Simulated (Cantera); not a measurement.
## Premixed flame

A freely propagating, adiabatic, planar premixed flame of 17.4 % CO, 17.4 % H2, 14.5 % O2, 50.8 % N2, equivalence ratio 1.2, unburnt at 500 K and 5.00 bar; mixture-averaged transport, grid criteria slope 0.08 and curve 0.16, no radiation.

Detailed kinetics in Cantera: GRI-Mech 3.0 (53 species, 325 reactions). The hydrogen kinetics of GRI-Mech 3.0 are dated; newer H2 mechanisms differ, most at raised pressure. Burning velocities carry a grid error of a few per cent, more on coarse grids.

```tsv
z (mm)	T (K)	u (m/s)	x CO	x H2	x O2	x O	x H2O2	x N2O
-0.201	500	2.98	0.174	0.174	0.145	<1e-8	<1e-8	<1e-8
-0.134	500	2.98	0.174	0.174	0.145	<1e-8	<1e-8	<1e-8
-0.100	500	2.98	0.174	0.173	0.145	<1e-8	1.04e-8	<1e-8
-0.0668	501	2.97	0.175	0.170	0.145	2.86e-8	1.88e-7	<1e-8
-0.0334	539	3.14	0.178	0.152	0.147	2.91e-6	2.29e-5	<1e-8
-0.0167	820	4.64	0.177	0.117	0.140	0.000194	0.000109	<1e-8
0	1323	7.33	0.164	0.0670	0.104	0.00297	3.00e-5	6.72e-8
0.0167	1677	9.17	0.142	0.0323	0.0623	0.00737	4.18e-6	2.27e-7
0.0334	1876	10.1	0.120	0.0220	0.0405	0.00865	2.16e-6	3.20e-7
0.0668	2080	11.1	0.0969	0.0205	0.0262	0.00739	1.15e-6	3.36e-7
0.134	2258	11.8	0.0828	0.0194	0.0182	0.00494	6.90e-7	3.24e-7
0.267	2399	12.5	0.0753	0.0168	0.0127	0.00288	4.73e-7	3.25e-7
0.535	2498	12.9	0.0691	0.0146	0.00849	0.00162	3.50e-7	3.22e-7
```
x: mole fraction of selected species; z is measured from the peak of heat release.

```yaml
laminar_burning_velocity: 298 cm/s
thermal_thickness: 0.0668 mm
peak x(O): 0.00866
peak x(H2O2): 0.000109
grid_points: 116
```
